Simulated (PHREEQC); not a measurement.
1 kg of water holding 0.0037 mol/kgw K2CO3 and 0.0061 mol/kgw K2SO4 is evaporated at 75 °C; the solids stay in contact with the brine. No CO2 enters from the air. Solids allowed: Arcanite, Kalicinite, Misenite. Others were left out.

All values are PHREEQC results (Pitzer model, pitzer.dat), not measurements.

```json
[
 {"water left (kg)": "1", "ionic strength": "0.0275", "water activity": "0.999", "Arcanite (mol)": "0", "C in solution (mol/kgw)": "0.00370", "K in solution (mol/kgw)": "0.0196", "S in solution (mol/kgw)": "0.00610", "pH": "9.89"},
 {"water left (kg)": "0.5552", "ionic strength": "0.0503", "water activity": "0.999", "Arcanite (mol)": "0", "C in solution (mol/kgw)": "0.00666", "K in solution (mol/kgw)": "0.0353", "S in solution (mol/kgw)": "0.0110", "pH": "10.03"},
 {"water left (kg)": "0.2534", "ionic strength": "0.112", "water activity": "0.998", "Arcanite (mol)": "0", "C in solution (mol/kgw)": "0.0146", "K in solution (mol/kgw)": "0.0774", "S in solution (mol/kgw)": "0.0241", "pH": "10.18"},
 {"water left (kg)": "0.1407", "ionic strength": "0.204", "water activity": "0.997", "Arcanite (mol)": "0", "C in solution (mol/kgw)": "0.0263", "K in solution (mol/kgw)": "0.139", "S in solution (mol/kgw)": "0.0434", "pH": "10.28"},
 {"water left (kg)": "0.0642", "ionic strength": "0.450", "water activity": "0.993", "Arcanite (mol)": "0", "C in solution (mol/kgw)": "0.0576", "K in solution (mol/kgw)": "0.305", "S in solution (mol/kgw)": "0.0950", "pH": "10.41"},
 {"water left (kg)": "0.03567", "ionic strength": "0.814", "water activity": "0.989", "Arcanite (mol)": "0", "C in solution (mol/kgw)": "0.104", "K in solution (mol/kgw)": "0.550", "S in solution (mol/kgw)": "0.171", "pH": "10.51"},
 {"water left (kg)": "0.01982", "ionic strength": "1.47", "water activity": "0.980", "Arcanite (mol)": "0", "C in solution (mol/kgw)": "0.187", "K in solution (mol/kgw)": "0.989", "S in solution (mol/kgw)": "0.308", "pH": "10.63"},
 {"water left (kg)": "0.009061", "ionic strength": "3.23", "water activity": "0.957", "Arcanite (mol)": "0", "C in solution (mol/kgw)": "0.408", "K in solution (mol/kgw)": "2.16", "S in solution (mol/kgw)": "0.673", "pH": "10.83"},
 {"water left (kg)": "0.005045", "ionic strength": "3.80", "water activity": "0.944", "Arcanite (mol)": "0.00338", "C in solution (mol/kgw)": "0.733", "K in solution (mol/kgw)": "2.55", "S in solution (mol/kgw)": "0.540", "pH": "11.01"}
]
```

Arcanite from water left = 0.007458 kg (pH 10.89).

At this temperature some constants are extrapolated from 25 °C, and those without enthalpy data are left unchanged.
